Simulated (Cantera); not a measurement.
A Cantera script and its output.

```python
import numpy as np
import cantera as ct

gas = ct.Solution("gri30.yaml")
gas.TPX = 1625, 24000, {'CH4': 1, 'CO': 0.47, 'O2': 1.31, 'N2': 14.5}
reactor = ct.IdealGasReactor(gas, energy="on", clone=False)
net = ct.ReactorNet([reactor])
net.rtol, net.atol = 1e-08, 1e-16
show = ['CH4', 'CO', 'O2', 'HCO', 'H2O']
times = np.geomspace(1e-06, 0.2, 14)

steps = ct.SolutionArray(gas, extra=["t"])
rows = []
print(f"{'t/s':>10s}{'T/K':>9s}{'P/Pa':>11s}" + "".join(f"{s:>11s}" for s in show))
for t in times:
    while net.time < t:
        t_next = net.step()
        steps.append(gas.state, t=t_next)
    rows.append([np.interp(t, steps.t, y) for y in (steps.T, steps.P, *steps(*show).X.T)])
    print(f"{t:10.3e}{rows[-1][0]:9.1f}{rows[-1][1]:11.4g}" + "".join(f"{x:11.3e}" for x in rows[-1][2:]))
rate = np.gradient(steps.T, steps.t)
print("integrator steps:", len(steps.t))
if steps.T.max() > steps.T[0] + 200:
    print(f"time of steepest temperature rise: {steps.t[rate.argmax()]:.4e} s")
gas.TPX = 1625, 24000, {'CH4': 1, 'CO': 0.47, 'O2': 1.31, 'N2': 14.5}
gas.equilibrate("UV")
print(f"equilibrium (UV): T = {gas.T:.1f} K  " + "  ".join(f"{s} {gas[s].X[0]:.3e}" for s in show))
```

Result:

```
       t/s      T/K       P/Pa        CH4         CO         O2        HCO        H2O
 1.000e-06   1625.0    2.4e+04  5.787e-02  2.720e-02  7.581e-02  2.814e-12  5.721e-10
 2.557e-06   1625.0    2.4e+04  5.787e-02  2.720e-02  7.581e-02  3.354e-12  7.335e-09
 6.539e-06   1625.0    2.4e+04  5.787e-02  2.720e-02  7.581e-02  4.125e-12  6.558e-08
 1.672e-05   1625.0    2.4e+04  5.787e-02  2.720e-02  7.581e-02  6.055e-12  3.339e-07
 4.276e-05   1625.0    2.4e+04  5.786e-02  2.720e-02  7.581e-02  1.228e-11  1.203e-06
 1.094e-04   1624.9    2.4e+04  5.785e-02  2.720e-02  7.581e-02  4.271e-11  4.327e-06
 2.797e-04   1624.8    2.4e+04  5.781e-02  2.720e-02  7.579e-02  3.247e-10  1.804e-05
 7.152e-04   1624.8    2.4e+04  5.764e-02  2.719e-02  7.572e-02  5.086e-09  9.789e-05
 1.829e-03   1629.3  2.408e+04  5.561e-02  2.736e-02  7.472e-02  2.399e-07  1.195e-03
 4.677e-03   2323.8  3.606e+04  3.165e-15  6.213e-02  6.497e-04  4.105e-08  6.429e-02
 1.196e-02   2397.8  3.703e+04  1.560e-14  6.262e-02  2.139e-04  2.548e-08  6.762e-02
 3.058e-02   2415.7  3.726e+04  3.239e-14  6.278e-02  1.318e-04  2.115e-08  6.842e-02
 7.821e-02   2415.4  3.726e+04  3.357e-14  6.281e-02  1.282e-04  2.100e-08  6.839e-02
 2.000e-01   2415.2  3.725e+04  3.363e-14  6.282e-02  1.279e-04  2.100e-08  6.838e-02
integrator steps: 1668
time of steepest temperature rise: 3.0077e-03 s
equilibrium (UV): T = 2415.2 K  CH4 3.824e-14  CO 6.282e-02  O2 1.279e-04  HCO 2.100e-08  H2O 6.838e-02
```

Model: GRI-Mech 3.0 (53 species, 325 reactions), integrated in Cantera.
